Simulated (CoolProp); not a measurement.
Vapour-liquid equilibrium of benzene (1) + m-xylene (2) at 0.0576 bar; x and y are mole fractions of (1).

Model: multi-fluid Helmholtz-energy mixture model, Thol 2012 and Zhou 2012; pair parameters Bell 2016, in CoolProp.

### Question
Give the bubble temperature and the first vapour's composition at x = 0.05, 0.2, 0.5. Is there an azeotrope?

### Answer
x = 0.05: 322.8 K, y = 0.323; x = 0.2: 308.7 K, y = 0.719; x = 0.5: 294.3 K, y = 0.921. No azeotrope shows between x = 0.05 and 0.95.

Pair parameters are fitted to limited data, so mixtures are less certain than the pure fluids.
